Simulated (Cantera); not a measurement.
## Carbon deposition, reforming and gasification: C3H8 + O2

A closed system holds: 1 mol C3H8, 0.53 mol O2, equilibrated at 2152 °C.

Method: chemical equilibrium by Gibbs-energy minimisation in Cantera with the NASA 1993 tables (ideal gas, pure condensed phases). Candidate condensed phases: C, C6H6, C7H8, C8H18, H2O; 110 gas species. The ideal-gas law is rough above about 30 bar. The numbers say what is thermodynamically allowed, not how fast it happens.

From 0.000100 bar to 100 bar the condensed part is C(graphite). The main C-bearing gas is CO throughout. The share of C in condensed phases is highest at 0.00100 bar (63.0 %) and lowest at 100 bar (60.8 %).

```csv
P (Pa),log p H2,log p H,log p CO,log p CH4,log p C2H2 (acetylene),log p C3,n C(graphite)
10,-4.81,-4.15,-4.87,-13.39,-6.92,-6.83,1.87
100,-3.35,-3.42,-3.77,-10.47,-5.46,-6.83,1.89
1000,-2.18,-2.84,-2.71,-8.14,-4.29,-6.83,1.88
10000,-1.13,-2.31,-1.69,-6.03,-3.24,-6.83,1.88
100000,-0.11,-1.80,-0.68,-4.00,-2.22,-6.83,1.88
1000000,0.89,-1.30,0.32,-1.99,-1.22,-6.83,1.87
10000000,1.89,-0.80,1.32,0.00,-0.22,-6.83,1.82
```
log p: log10 of the partial pressure in bar; n: condensed amount in mol.
